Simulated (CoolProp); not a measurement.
Vapour-liquid equilibrium of ethanol (1) + ethylbenzene (2) at 321.3 K; x and y are mole fractions of (1).

Computed with CoolProp (multi-fluid Helmholtz-energy mixture model, Schroeder 2014 and Zhou 2012; pair parameters Bell 2016).

```
x     bubble pressure (kPa)  y at the bubble point  dew pressure at overall composition x (kPa)  liquid density (mol/L)
----  ---------------------  ---------------------  -------------------------------------------  ----------------------
0.05                  12.69                  0.674                                        4.521                   8.135
0.2                   23.68                  0.839                                        5.352                   8.819
0.35                  25.90                  0.858                                        6.556                   9.650
0.5                   25.96                  0.859                                        8.452                   10.67
0.65                  26.00                  0.860                                        11.87                   11.96
0.8                   26.52                  0.878                                        19.75                   13.60
0.95                  27.04                  0.950                                        27.04                   15.74
```

y crosses x between x = 0.8 and 0.95: the model has an azeotrope there.

Pair parameters are fitted to limited data, so mixtures are less certain than the pure fluids. With so large a gap from Raoult's law the liquid may split in two, which this calculation doesn't test in full.
